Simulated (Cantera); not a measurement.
An isothermal plug-flow reactor at 1225 K and 3750 Torr (inlet), inlet velocity 1 m/s, active area per volume 140 1/m; feed 0.276 % CH4, 7.83 % O2, 91.0 % N2, 0.898 % H2O.

Detailed kinetics in Cantera: Deutschmann's 1995 Pt surface mechanism with GRI-Mech 3.0 gas chemistry. Catalytic surfaces can have several steady states; this one follows from the mechanism file's or the stated starting coverage. Mass transfer to the wall is taken as infinitely fast.

x: gas mole fraction; θ: surface coverage.

```json
[
 {"z (m)": "0.00091", "x CH4": "0.00264", "x O2": "0.0781", "x H2O": "0.00920", "x CO2": "9.65e-5", "x CO": "3.38e-6", "θ free Pt": "0.351", "θ O*": "0.647", "θ OH*": "0.00241"},
 {"z (m)": "0.0016", "x CH4": "0.00254", "x O2": "0.0779", "x H2O": "0.00937", "x CO2": "0.000171", "x CO": "3.99e-6", "θ free Pt": "0.351", "θ O*": "0.647", "θ OH*": "0.00243"},
 {"z (m)": "0.0029", "x CH4": "0.00228", "x O2": "0.0776", "x H2O": "0.00976", "x CO2": "0.000324", "x CO": "1.03e-5", "θ free Pt": "0.351", "θ O*": "0.646", "θ OH*": "0.00248"},
 {"z (m)": "0.0051", "x CH4": "0.00114", "x O2": "0.0755", "x H2O": "0.0119", "x CO2": "0.00125", "x CO": "7.86e-5", "θ free Pt": "0.354", "θ O*": "0.643", "θ OH*": "0.00274"},
 {"z (m)": "0.0091", "x CH4": "…", "x O2": "0.0738", "x H2O": "0.0136", "x CO2": "…", "x CO": "…", "θ free Pt": "0.354", "θ O*": "0.643", "θ OH*": "0.00292"},
 {"z (m)": "0.016", "x CH4": "0.000123", "x O2": "0.0731", "x H2O": "0.0142", "x CO2": "0.00257", "x CO": "3.30e-6", "θ free Pt": "0.354", "θ O*": "0.643", "θ OH*": "0.00299"},
 {"z (m)": "0.029", "x CH4": "2.22e-5", "x O2": "0.0729", "x H2O": "0.0144", "x CO2": "0.00272", "x CO": "6.17e-7", "θ free Pt": "0.354", "θ O*": "0.643", "θ OH*": "0.00301"},
 {"z (m)": "0.051", "x CH4": "…", "x O2": "0.0728", "x H2O": "0.0145", "x CO2": "0.00276", "x CO": "…", "θ free Pt": "0.354", "θ O*": "0.643", "θ OH*": "0.00302"},
 {"z (m)": "0.091", "x CH4": "7.46e-9", "x O2": "0.0728", "x H2O": "0.0145", "x CO2": "0.00276", "x CO": "5.20e-9", "θ free Pt": "0.354", "θ O*": "0.643", "θ OH*": "0.00302"}
]
```

Problem. Some entries are withheld; supply them.

Solution. 
- 0.0091, x CH4: 0.000379
- 0.0091, x CO2: 0.00222
- 0.0091, x CO: 1.48e-5
- 0.051, x CH4: 1.31e-6
- 0.051, x CO: 6.27e-8
